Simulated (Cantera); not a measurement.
Input (Python, Cantera) and output of one run.

```python
import numpy as np
import cantera as ct

gas_names = [...]  # 110 gases of nasa_gas.yaml made of C, H, O
cond_names = """
    C(gr) C6H6(L) C7H8(L) C8H18(L),n-octa H2O(s) H2O(L)
""".split()


# ... load() reads the species with a 1 bar reference pressure and builds the phases ...
atoms = {
    'C2H6': {'C': 2, 'H': 6},
    'O2': {'O': 2},
    'H2': {'H': 2},
}
top_T = {'C(gr)': 4500}  # K; cautious upper limits of use, not melting points


# ... equilibrate(T, P, feed) seeds the gas with the atoms and calls Mixture.equilibrate('TP', solver="vcs", rtol=1e-11, max_steps=5000) ...
results = []
feed = {'C2H6': 1, 'O2': 0.27, 'H2': 30}  # mol
P = 56  # Pa
for T in [548, 748, 948, 1148, 1348, 1548, 1748, 1948, 2148, 2348, 2548, 2748]:
    mix = equilibrate(T, P, feed)
    results.append((T, P, feed, dict(zip(mix.species_names, mix.species_moles))))
    x = sorted(zip(gas.X, gas.species_names), reverse=True)
    print(f"T = {T:g} K  P = {P:g} Pa  gas = {mix.phase_moles(0):.4g} mol")
    print("   x: " + "  ".join(f"{s} {v:.3e}" for v, s in x if v > 1e-05))
    print("   condensed (mol): " + ("  ".join(f"{mix.phase(i).name} {mix.phase_moles(i):.4g}"
          for i in range(1, mix.n_phases) if mix.phase_moles(i) > 1e-12) or "none"))
```

Output:

```
T = 548 K  P = 56 Pa  gas = 31.01 mol
   x: H2 9.182e-01  CH4 6.442e-02  H2O 1.729e-02  CO2 4.326e-05  CO 3.860e-05
   condensed (mol): none
T = 748 K  P = 56 Pa  gas = 33.45 mol
   x: H2 9.821e-01  CO 1.518e-02  CH4 1.790e-03  H2O 8.049e-04  CO2 7.738e-05
   condensed (mol): C(gr) 1.43
T = 948 K  P = 56 Pa  gas = 33.54 mol
   x: H2 9.838e-01  CO 1.609e-02  CH4 9.302e-05
   condensed (mol): C(gr) 1.457
T = 1148 K  P = 56 Pa  gas = 33.54 mol
   x: H2 9.839e-01  CO 1.610e-02  CH4 1.290e-05
   condensed (mol): C(gr) 1.46
T = 1348 K  P = 56 Pa  gas = 33.54 mol
   x: H2 9.838e-01  CO 1.610e-02  H 9.697e-05
   condensed (mol): C(gr) 1.46
T = 1548 K  P = 56 Pa  gas = 33.56 mol
   x: H2 9.826e-01  CO 1.609e-02  H 1.290e-03  C2H2,acetylene 1.542e-05
   condensed (mol): C(gr) 1.459
T = 1748 K  P = 56 Pa  gas = 33.7 mol
   x: H2 9.743e-01  CO 1.602e-02  H 9.530e-03  C2H2,acetylene 1.100e-04
   condensed (mol): C(gr) 1.453
T = 1948 K  P = 56 Pa  gas = 34.33 mol
   x: H2 9.375e-01  H 4.624e-02  CO 1.573e-02  C2H2,acetylene 5.053e-04
   condensed (mol): C(gr) 1.425
T = 2148 K  P = 56 Pa  gas = 36.45 mol
   x: H2 8.237e-01  H 1.599e-01  CO 1.481e-02  C2H2,acetylene 1.577e-03
   condensed (mol): C(gr) 1.344
T = 2348 K  P = 56 Pa  gas = 41.91 mol
   x: H2 5.847e-01  H 3.990e-01  CO 1.289e-02  C2H2,acetylene 3.195e-03  C2H 1.109e-04  C3 7.117e-05  C 3.209e-05
   condensed (mol): C(gr) 1.171
T = 2548 K  P = 56 Pa  gas = 51.74 mol
   x: H 6.976e-01  H2 2.849e-01  CO 1.044e-02  C2H2,acetylene 3.758e-03  C3 1.846e-03  C2H 7.302e-04  C 5.678e-04  C2 1.717e-04  C4H2 2.051e-05
   condensed (mol): C(gr) 0.6547
T = 2748 K  P = 56 Pa  gas = 61.25 mol
   x: H 8.849e-01  H2 9.508e-02  CO 8.816e-03  C3 4.985e-03  C 3.649e-03  C2H 8.758e-04  C2 8.702e-04  C2H2,acetylene 8.145e-04  CH 1.883e-05  C5 1.216e-05
   condensed (mol): none
```

Equilibrium computed with Cantera from the NASA thermochemical tables; the gas is ideal and each condensed phase is pure.
